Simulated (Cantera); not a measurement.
## Equilibrium for chemical vapour transport: AlN + Cl2 + H2

Input: 1 mol AlN, a varied amount of Cl2, 2.5 mol H2, held at 1198.15 K and 2.30 bar.

These are equilibrium values from Cantera (NASA tables, ideal gas, pure condensed phases), not measurements of a reactor. Candidate condensed phases: Al, AlCl3, AlN, NH4Cl; 20 gas species. The tables' values for AlCl2 are old estimates; treat these amounts as uncertain. Equilibrium is a limit: real reactors are often held back by kinetics, nucleation or transport.

From 0.14 mol Cl2 to 1.6 mol Cl2 the condensed part is AlN(s). The main Al-bearing gas is AlCl3 throughout. The share of Al in condensed phases is highest at 0.14 mol Cl2 (95.0 %) and lowest at 1.6 mol Cl2 (10.7 %).

```csv
n(Cl2) (mol),x H2,x AlCl3,x HCl,x N2,x Al2Cl6,x NH3,x AlCl2,x AlCl,n AlN(s)
0.14,0.922,0.0190,0.0489,0.00950,8.65e-6,3.83e-5,8.63e-6,1.28e-7,0.950
0.38,0.827,0.0603,0.0825,0.0302,8.69e-5,5.79e-5,1.54e-5,1.28e-7,0.826
0.62,0.751,0.0985,0.101,0.0495,0.000232,6.42e-5,1.96e-5,1.28e-7,0.691
0.87,0.686,0.134,0.112,0.0674,0.000429,6.54e-5,2.29e-5,1.28e-7,0.546
1.1,0.635,0.163,0.119,0.0821,0.000635,6.43e-5,2.52e-5,1.28e-7,0.409
1.4,0.579,0.196,0.125,0.0990,0.000920,6.15e-5,2.77e-5,1.27e-7,0.229
1.6,0.547,0.216,0.127,0.109,0.00111,5.92e-5,2.90e-5,1.27e-7,0.107
```
x: gas mole fraction; n: condensed amount in mol.
